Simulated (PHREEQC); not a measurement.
Consider water at 80 °C with 0.0062 mol H3BO3, 0.052 mol KOH and 0.025 mol LiCl per kg of water. Closed to the air; pH follows from the charge balance.

Computed with PHREEQC (ion-association model, phreeqc.dat).

Each row changes one thing in this solution. This is a speciation only: nothing precipitates in the calculation.

| case | pH | ionic strength (mol/kgw) | H3BO3 (mol/kgw) |
|---|---|---|---|
| as made | 11.13 | 0.0770 | 2.58e-5 |
| H3BO3 replaced by NH4BF4 at the same molality | 10.79 | 0.0770 | 5.59e-5 |
| LiCl left out | 11.15 | 0.0520 | 2.58e-5 |
| temperature from 80 to 40 °C | 12.09 | 0.0770 | 5.30e-6 |
| KOH from 0.052 to 0.52 mol/kgw | 12.08 | 0.545 | 2.39e-6 |

At this temperature some constants are extrapolated from 25 °C, and those without enthalpy data are left unchanged. Real BF4- forms and hydrolyses slowly; the run takes it at equilibrium.
